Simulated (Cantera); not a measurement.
**HMDSO + H2O + N2 (silicon oxide and oxynitride deposition)**

Feed: 1 mol HMDSO, 1 mol H2O, 1.4 mol N2, equilibrated at 75.0 Torr.

Method: chemical equilibrium by Gibbs-energy minimisation in Cantera with the NASA 1993 tables (ideal gas, pure condensed phases). Candidate condensed phases: C, C6H6, C7H8, C8H18, H2O, Si, SiC, SiO2, Si2N2O, Si3N4; 151 gas species. The feed counts by its element totals alone. N2 is the only nitrogen source here; it is nearly inert below about 1500 K, so the nitride shown seldom forms there in practice. Mutual solubility and eutectic melting of coexisting phases are not modelled. Kinetics and transport are ignored.

From 1125 °C to 1275 °C the condensed part is C(graphite) + Si2N2O(s). From 1300 °C to 1325 °C the condensed part is C(graphite) + SiC(s) + Si2N2O(s). From 1350 °C to 1400 °C the condensed part is C(graphite) + SiC(s). The main Si-bearing gas is SiO throughout.

| T (°C) | x H2 | x CO | x N2 | x HCN | x SiO | n C(graphite) | n Si2N2O(s) | n SiC(s) |
|---|---|---|---|---|---|---|---|---|
| 1125 | 0.877 | 0.0877 | 0.0351 | 8.56e-5 | 4.64e-6 | 5.00 | 1.000 | 0 |
| 1150 | 0.877 | 0.0877 | 0.0350 | 0.000105 | 8.70e-6 | 5.00 | 1.000 | 0 |
| 1175 | 0.877 | 0.0877 | 0.0350 | 0.000127 | 1.59e-5 | 5.00 | 1.000 | 0 |
| 1200 | 0.877 | 0.0877 | 0.0350 | 0.000153 | 2.86e-5 | 5.00 | 1.000 | 0 |
| 1225 | 0.877 | 0.0877 | 0.0350 | 0.000183 | 5.03e-5 | 5.00 | 1.000 | 0 |
| 1250 | 0.877 | 0.0877 | 0.0350 | 0.000217 | 8.68e-5 | 5.00 | 1.000 | 0 |
| 1275 | 0.877 | 0.0876 | 0.0350 | 0.000257 | 0.000147 | 5.00 | 0.999 | 0 |
| 1300 | 0.870 | 0.0906 | 0.0384 | 0.000316 | 0.000238 | 4.87 | 0.957 | 0.0841 |
| 1325 | 0.816 | 0.116 | 0.0669 | 0.000473 | 0.000334 | 3.73 | 0.577 | 0.841 |
| 1350 | 0.746 | 0.149 | 0.104 | 0.000656 | 0.000469 | 2.00 | 0 | 1.99 |
| 1375 | 0.746 | 0.149 | 0.104 | 0.000761 | 0.000512 | 2.00 | 0 | 1.99 |
| 1400 | 0.745 | 0.149 | 0.104 | 0.000878 | 0.000557 | 2.00 | 0 | 1.99 |
x: gas mole fraction; n: condensed amount in mol.
